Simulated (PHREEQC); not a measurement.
Make-up at 20 °C: 0.0029 mol/kgw KCl, 0.00019 mol/kgw CO2 and 0.16 mol/kgw MgSO4. Closed to the air; pH follows from the charge balance.

The numbers come from PHREEQC with the ion-association model, phreeqc.dat.

No solid was allowed to form.

Question: Predict the pH, specific conductance.

Answer: pH 5.21; specific conductance 10400 µS/cm.

Question: In which forms is C present?

Answer: CO2 89 %, HCO3- 8.8 %, MgHCO3+ 2.5 % of the C.

Species that the database lacks are ignored.
